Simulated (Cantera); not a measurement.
Input: 1 mol Ti, 0.14 mol O₂, 110 mol H₂, equilibrated at 2123.15 K and 0.000610 bar.

Method: chemical equilibrium by Gibbs-energy minimisation in Cantera with the NASA 1993 tables (ideal gas, pure condensed phases). Candidate condensed phases: H₂O, Ti, TiO, TiO₂, Ti₂O₃, Ti₃O₅, Ti₄O₇; 12 gas species. Equilibrium is a limit: real reactors are often held back by kinetics, nucleation or transport.

Base state: H₂ 0.857, H 0.135, Ti 0.00606, TiO 0.00234, H₂O 1.26e-5 (mole fractions); condensed: gas only.

Q: What changes in the equilibrium state with this change: pressure from 0.000610 bar to 0.800 bar?

A: 
```
species       before    after
-----------  -------  -------
H₂             0.857    0.996
H              0.135  0.00401
Ti           0.00606  5.69e-5
TiO          0.00234  5.36e-6
H₂O          1.26e-5  3.59e-6
Ti(l), mol         0    0.714
TiO(l), mol        0    0.279
```
Each liquid is taken as pure. Mutual solubility and eutectic melting of coexisting phases are not modelled. TiO: taken at fixed stoichiometry. Condensed phases not in the tables: N, O or C dissolved in the metal.
